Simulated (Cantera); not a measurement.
## Equilibrium for nitride etching: Si3N4 + O2

Input: 1 mol Si3N4, 0.63 mol O2, held at 1023.15 K and 1000 Pa.

Cantera equilibrium calculation (NASA polynomials, part measured and part estimated; ideal gas, pure solids and liquids). Candidate condensed phases: Si, SiO2, Si2N2O, Si3N4; 16 gas species. Mutual solubility and eutectic melting of coexisting phases are not modelled. Equilibrium is a limit: real reactors are often held back by kinetics, nucleation or transport.

```
Property                               Value
--------------------------------  ----------
x(N2)                                   1.00
n(Si2N2O(s))                        1.26 mol
n(Si3N4(s))                        0.160 mol
gas amount                        0.4200 mol
log10 activity of Si(s) (absent)       -5.56
```
